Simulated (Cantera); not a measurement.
An adiabatic, constant-pressure homogeneous reactor starts with H₂ : O₂ : N₂ = 1 : 0.208 : 0.958 (molar parts), at 975 K and 10.0 bar. Integrator tolerance rtol = 1e-08.

Detailed kinetics in Cantera: GRI-Mech 3.0 (53 species, 325 reactions). The hydrogen kinetics of GRI-Mech 3.0 are dated; newer H2 mechanisms differ, most at raised pressure.

What does this change do: constant volume in place of constant pressure?


```tsv
quantity	before	after
time of steepest temperature rise	12.0 ms	11.0 ms
temperature at 0.100 s	2370 K	2676 K
equilibrium temperature	2370 K	2676 K
x(H₂) at 0.100 s	0.297 (gas-phase equilibrium 0.297)	0.295 (gas-phase equilibrium 0.295)
x(O₂) at 0.100 s	4.82e-7 (gas-phase equilibrium 4.82e-7)	3.62e-6 (gas-phase equilibrium 3.62e-6)
x(NO) at 0.100 s	2.16e-5 (gas-phase equilibrium 2.16e-5)	0.000101 (gas-phase equilibrium 0.000101)
x(HO₂) at 0.100 s	1.53e-9 (gas-phase equilibrium 1.53e-9)	1.90e-8 (gas-phase equilibrium 1.90e-8)
x(N₂O) at 0.100 s	2.99e-9 (gas-phase equilibrium 2.99e-9)	2.20e-8 (gas-phase equilibrium 2.20e-8)
```

What does this change do: pressure from 10.0 bar to 1.20 bar?


```json
[
 {"quantity": "time of steepest temperature rise", "before": "12.0 ms", "after": "3.22 ms"},
 {"quantity": "temperature at 0.100 s", "before": "2370 K", "after": "2345 K"},
 {"quantity": "equilibrium temperature", "before": "2370 K", "after": "2345 K"},
 {"quantity": "x(H₂) at 0.100 s", "before": "0.297 (gas-phase equilibrium 0.297)", "after": "0.295 (gas-phase equilibrium 0.295)"},
 {"quantity": "x(O₂) at 0.100 s", "before": "4.82e-7 (gas-phase equilibrium 4.82e-7)", "after": "3.08e-6 (gas-phase equilibrium 3.08e-6)"},
 {"quantity": "x(NO) at 0.100 s", "before": "2.16e-5 (gas-phase equilibrium 2.16e-5)", "after": "5.08e-5 (gas-phase equilibrium 5.20e-5)"},
 {"quantity": "x(HO₂) at 0.100 s", "before": "1.53e-9 (gas-phase equilibrium 1.53e-9)", "after": "3.36e-9 (gas-phase equilibrium 3.36e-9)"},
 {"quantity": "x(N₂O) at 0.100 s", "before": "2.99e-9 (gas-phase equilibrium 2.99e-9)", "after": "2.47e-9 (gas-phase equilibrium 2.49e-9)"}
]
```
